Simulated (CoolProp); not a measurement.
Ethanol at 293.15 K and 6.78 MPa flows at 2.5 m/s in a round tube of 50 mm bore and 1.5 µm roughness, fully developed (64/Re and Nu = 3.66 if laminar; Colebrook and Gnielinski if turbulent). Each further row changes one setting.

The numbers come from the reference Helmholtz-energy equation of state, Schroeder 2014 in CoolProp.

```json
[
 {"case": "as stated", "Reynolds number": "80000", "Darcy friction factor": "0.0190", "pressure drop (Pa/m)": "944", "heat-transfer coefficient (W/(m² K))": "2430", "mass flow (kg/h)": "14100"},
 {"case": "velocity 5 m/s", "Reynolds number": "160000", "Darcy friction factor": "0.0166", "pressure drop (Pa/m)": "3290", "heat-transfer coefficient (W/(m² K))": "4500", "mass flow (kg/h)": "28100"},
 {"case": "diameter 100 mm", "Reynolds number": "160000", "Darcy friction factor": "0.0165", "pressure drop (Pa/m)": "409", "heat-transfer coefficient (W/(m² K))": "2240", "mass flow (kg/h)": "56200"}
]
```

Viscosity comes from a separate model (Kiselev 2005). Thermal conductivity comes from a separate model (Assael 2013).
